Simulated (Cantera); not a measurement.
An isothermal, constant-pressure homogeneous reactor starts with CH₄ : H₂ = 1 : 37 (molar parts), at 1600 K and 0.306 atm. Integrator tolerance rtol = 1e-08.

Computed with Cantera and GRI-Mech 3.0 (53 species, 325 reactions). GRI-Mech 3.0 stops at C3 and has no aromatics, soot or wall deposition, so with more carbon than oxygen in the feed, carbon stays in small species such as C2H2 where larger ones or solid carbon would form.

Task: What does this change do: pressure from 0.306 atm to 0.987 atm?

Result: 
| quantity | before | after |
|---|---|---|
| x(CH₄) at 8.00 s | 0.00901 (gas-phase equilibrium 0.00853) | 0.0180 (gas-phase equilibrium 0.0180) |
| x(H₂) at 8.00 s | 0.982 (gas-phase equilibrium 0.983) | 0.978 (gas-phase equilibrium 0.978) |
| x(C₂H₄) at 8.00 s | 0.000274 (gas-phase equilibrium 0.000282) | 0.000394 (gas-phase equilibrium 0.000394) |
| x(CH₃) at 8.00 s | 1.81e-5 (gas-phase equilibrium 1.72e-5) | 2.02e-5 (gas-phase equilibrium 2.02e-5) |
| x(CH₂) at 8.00 s | 1.67e-9 (gas-phase equilibrium 1.59e-9) | 1.05e-9 (gas-phase equilibrium 1.05e-9) |
| x(C₂H₂) at 8.00 s | 0.00815 (gas-phase equilibrium 0.00838) | 0.00365 (gas-phase equilibrium 0.00365) |

Task: What does this change do: temperature 1600 to 1875 K?

Result: 
```json
[
 {"quantity": "x(CH₄) at 8.00 s", "before": "0.00901 (gas-phase equilibrium 0.00853)", "after": "0.00113 (gas-phase equilibrium 0.00113)"},
 {"quantity": "x(H₂) at 8.00 s", "before": "0.982 (gas-phase equilibrium 0.983)", "after": "0.985 (gas-phase equilibrium 0.985)"},
 {"quantity": "x(C₂H₄) at 8.00 s", "before": "0.000274 (gas-phase equilibrium 0.000282)", "after": "5.26e-5 (gas-phase equilibrium 5.26e-5)"},
 {"quantity": "x(CH₃) at 8.00 s", "before": "1.81e-5 (gas-phase equilibrium 1.72e-5)", "after": "2.71e-5 (gas-phase equilibrium 2.71e-5)"},
 {"quantity": "x(CH₂) at 8.00 s", "before": "1.67e-9 (gas-phase equilibrium 1.59e-9)", "after": "3.85e-8 (gas-phase equilibrium 3.85e-8)"},
 {"quantity": "x(C₂H₂) at 8.00 s", "before": "0.00815 (gas-phase equilibrium 0.00838)", "after": "0.0122 (gas-phase equilibrium 0.0122)"}
]
```
